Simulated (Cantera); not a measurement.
Cantera run, input and output.

```python
import numpy as np
import cantera as ct

gas = ct.Solution("gri30.yaml")
gas.TPX = 1950, 16000, {'CH4': 1, 'H2': 0.79}
reactor = ct.IdealGasConstPressureReactor(gas, energy="off", clone=False)
net = ct.ReactorNet([reactor])
net.rtol, net.atol = 1e-08, 1e-18
show = ['CH4', 'H2', 'C2H', 'CH3', 'H', 'C2H6']
times = np.geomspace(5e-05, 20, 9)

steps = ct.SolutionArray(gas, extra=["t"])
rows = []
print(f"{'t/s':>10s}{'T/K':>9s}{'P/Pa':>11s}" + "".join(f"{s:>11s}" for s in show))
for t in times:
    while net.time < t:
        t_next = net.step()
        steps.append(gas.state, t=t_next)
    rows.append([np.interp(t, steps.t, y) for y in (steps.T, steps.P, *steps(*show).X.T)])
    print(f"{t:10.3e}{rows[-1][0]:9.1f}{rows[-1][1]:11.4g}" + "".join(f"{x:11.3e}" for x in rows[-1][2:]))
rate = np.gradient(steps.T, steps.t)
print("integrator steps:", len(steps.t))
if steps.T.max() > steps.T[0] + 200:
    print(f"time of steepest temperature rise: {steps.t[rate.argmax()]:.4e} s")
gas.TPX = 1950, 16000, {'CH4': 1, 'H2': 0.79}
gas.equilibrate("TP")
print(f"equilibrium (TP): T = {gas.T:.1f} K  " + "  ".join(f"{s} {gas[s].X[0]:.3e}" for s in show))
```

Output:

```
       t/s      T/K       P/Pa        CH4         H2        C2H        CH3          H       C2H6
 5.000e-05   1950.0    1.6e+04  5.509e-01  4.433e-01  8.748e-11  5.136e-03  2.288e-04  8.005e-05
 2.507e-04   1950.0    1.6e+04  4.598e-01  4.941e-01  3.210e-07  1.685e-02  1.028e-03  1.065e-03
 1.257e-03   1950.0    1.6e+04  1.753e-01  6.944e-01  4.288e-06  7.991e-03  1.653e-03  2.218e-04
 6.306e-03   1950.0    1.6e+04  3.993e-02  7.903e-01  7.105e-06  2.157e-03  2.171e-03  1.440e-05
 3.162e-02   1950.0    1.6e+04  6.587e-03  8.137e-01  8.618e-06  4.058e-04  2.532e-03  4.694e-07
 1.586e-01   1950.0    1.6e+04  1.435e-03  8.174e-01  8.921e-06  9.068e-05  2.607e-03  2.799e-08
 7.953e-01   1950.0    1.6e+04  1.034e-03  8.176e-01  8.938e-06  6.546e-05  2.610e-03  1.709e-08
 3.988e+00   1950.0    1.6e+04  1.034e-03  8.176e-01  8.938e-06  6.545e-05  2.610e-03  1.709e-08
 2.000e+01   1950.0    1.6e+04  1.034e-03  8.176e-01  8.938e-06  6.545e-05  2.610e-03  1.709e-08
integrator steps: 1422
equilibrium (TP): T = 1950.0 K  CH4 1.034e-03  H2 8.176e-01  C2H 8.938e-06  CH3 6.546e-05  H 2.610e-03  C2H6 1.709e-08
```

Cantera simulation using GRI-Mech 3.0 (53 species, 325 reactions); the numbers are that mechanism's predictions, not measurements. GRI-Mech 3.0 stops at C3 and has no aromatics, soot or wall deposition, so with more carbon than oxygen in the feed, carbon stays in small species such as C2H2 where larger ones or solid carbon would form.
